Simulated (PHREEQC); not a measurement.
Make-up at 65 °C: 12 mmol/kgw Ag2SO4, 0.067 mmol/kgw KBr and 0.51 mmol/kgw Cu(NO3)2. Closed to the air; pH follows from the charge balance.

Equilibrium calculation in PHREEQC: ion-association model, wateq4f.dat.

| quantity | before | after |
|---|---|---|
| pH | 5.40 | 5.35 |
| ionic strength (mol/kgw) | 0.0316 | 0.0295 |
| SO4-2 (mol/kgw) | 0.00923 | 0.00701 |
| Cu+2 (mol/kgw) | 0.000311 | 0.000336 |
| CuSO4 (mol/kgw) | 0.000189 | 0.000161 |
| HSO4- (mol/kgw) | 5.75e-6 | 4.91e-6 |
| SI of Cu(OH)2 (Cu(OH)2) | -0.32 | -0.37 |

Problem. Name the change that produced these shifts.
A. Cu(NO3)2 from 0.00051 to 0.000459 mol/kgw
B. 0.00047 mol/kgw Ca(OH)2 added
C. Ag2SO4 replaced by Na2SO4 at the same molality
D. 0.0074 mol/kgw MgCl2 added

Solution. D, 0.0074 mol/kgw MgCl2 added

Precipitation was switched off in this run. Some of these states are supersaturated (in Bromyrite, Tenorite (slow to form), Cerargyrite, for instance). Away from 25 °C the constants follow the database's enthalpies or fits; those with neither stay at their 25 °C values.
